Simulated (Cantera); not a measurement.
Charge: 1 mol AlCl3, 4.8 mol HCl, 130 mol H2, held at 0.0950 bar.

Equilibrium computed with Cantera from the NASA thermochemical tables; the gas is ideal and each condensed phase is pure. Candidate condensed phases: Al, AlCl3; 12 gas species. The tables' values for AlCl2 are old estimates; treat these amounts as uncertain. Kinetics and transport are ignored.

log p: log10 of the partial pressure in bar; nothing condenses.

| T (K) | log p H2 | log p HCl | log p H | log p AlCl3 | log p AlCl |
|---|---|---|---|---|---|
| 875 | -1.04 | -2.47 | -10.82 | -3.16 | -12.12 |
| 1025 | -1.04 | -2.47 | -8.88 | -3.16 | -9.14 |
| 1175 | -1.04 | -2.47 | -7.43 | -3.16 | -6.94 |
| 1325 | -1.04 | -2.47 | -6.31 | -3.17 | -5.26 |
| 1475 | -1.04 | -2.44 | -5.41 | [?] | -4.06 |
| 1625 | -1.05 | -2.38 | -4.67 | [?] | -3.47 |
| 1775 | -1.05 | -2.35 | -4.06 | [?] | -3.26 |
| 1925 | -1.05 | -2.33 | -3.54 | [?] | -3.20 |
| 2075 | -1.05 | -2.33 | -3.10 | [?] | -3.18 |

Q: Fill in the missing entries.

A: 
- 1475, log p AlCl3: -3.27
- 1625, log p AlCl3: -3.64
- 1775, log p AlCl3: -4.27
- 1925, log p AlCl3: -4.95
- 2075, log p AlCl3: -5.57
